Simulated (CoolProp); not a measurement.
A closed Brayton cycle with carbon dioxide: compressor inlet 322.15 K and 8.5 MPa, high pressure 24.1 MPa, turbine inlet 920 K, compressor efficiency 0.89, turbine efficiency 0.9, recuperator effectiveness 0.8 (on enthalpy, no pinch check). Each further row changes one setting.

Model: reference Helmholtz-energy equation of state, Span 1996, in CoolProp.

| case | thermal efficiency (%) | net work (kJ/kg) | compressor to turbine work | compressor exit (K) | turbine exit (K) |
|---|---|---|---|---|---|
| as stated | 32.2 | 105 | 0.31 | 403.7 | 786.9 |
| turbine inlet 870 K | [?] | 96.1 | [?] | 403.7 | 741.5 |
| compressor inlet 332.15 K | 31.4 | 98.0 | 0.36 | 421.8 | 786.9 |
| high pressure 20.5 MPa | 30.1 | [?] | 0.30 | 390.8 | 806.9 |
| recuperator effectiveness 0.5 | 22.9 | 105 | 0.31 | 403.7 | 786.9 |

Question: What belongs in the gaps?

Answer: 
- turbine inlet 870 K, thermal efficiency (%): 31.3
- turbine inlet 870 K, compressor to turbine work: 0.33
- high pressure 20.5 MPa, net work (kJ/kg): 92.0
